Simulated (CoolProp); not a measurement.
Saturation properties of sulfur hexafluoride (Tc = 318.7 K, pc = 37.55 bar, ω = 0.210).

Values from CoolProp's reference Helmholtz-energy equation of state, Guder 2009.

| T (K) | p (bar) | liquid density (kg/m³) | enthalpy of vaporisation (kJ/kg) | vapour Z | liquid viscosity (µPa s) |
|---|---|---|---|---|---|
| 238.5 | 4.167 | 1769 | 104.0 | 0.8937 | 328 |
| 242.4 | 4.795 | 1748 | 102.1 | 0.8827 | 308 |
| 246.4 | 5.510 | 1726 | 100.1 | 0.8706 | 289 |
| 250.3 | 6.282 | 1704 | 98.06 | 0.8582 | 271 |
| 254.2 | 7.131 | 1681 | 95.93 | 0.8449 | 255 |
| 258.2 | 8.087 | 1657 | 93.65 | 0.8305 | 238 |
| 262.1 | 9.107 | 1632 | 91.31 | 0.8155 | 223 |
| 266.1 | 10.25 | 1606 | 88.80 | 0.7992 | 208 |
| 270 | 11.46 | 1580 | 86.22 | 0.7824 | 195 |
| 273.9 | 12.78 | 1553 | 83.48 | 0.7644 | 182 |
| 277.9 | 14.24 | 1523 | 80.51 | 0.7449 | 170 |
| 281.8 | 15.78 | 1493 | 77.42 | 0.7245 | 159 |
| 285.8 | 17.49 | 1460 | 74.02 | 0.7021 | 148 |

Viscosity comes from a separate model (Quiñones-Cisneros 2012).
